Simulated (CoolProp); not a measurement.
Aqueous ethylene glycol as a coolant, 48 % by mass, freezing at -33.3 °C, 1 atm.

The numbers come from the Melinder's fits for secondary coolants in CoolProp.

| T (°C) | cp (kJ/(kg K)) | viscosity (mPa s) | conductivity (W/(m K)) | density (kg/m³) |
|---|---|---|---|---|
| -19.1 | 3.144 | 19.4 | 0.371 | 1079 |
| -14.8 | 3.168 | 15.3 | 0.374 | 1078 |
| -10.5 | 3.192 | 12.2 | 0.376 | 1076 |
| -6.2 | 3.216 | 9.88 | 0.379 | 1074 |
| -1.9 | 3.239 | 8.10 | 0.382 | 1073 |
| 2.4 | 3.262 | 6.72 | 0.385 | 1071 |
| 6.7 | 3.285 | 5.63 | 0.387 | 1069 |
| 11 | 3.308 | 4.78 | 0.390 | 1067 |
| 15.3 | 3.330 | 4.09 | 0.393 | 1065 |
| 19.6 | 3.352 | 3.54 | 0.396 | 1063 |
| 23.9 | 3.373 | 3.09 | 0.399 | 1060 |
| 28.2 | 3.394 | 2.72 | 0.401 | 1058 |
| 32.5 | 3.415 | 2.42 | 0.404 | 1056 |
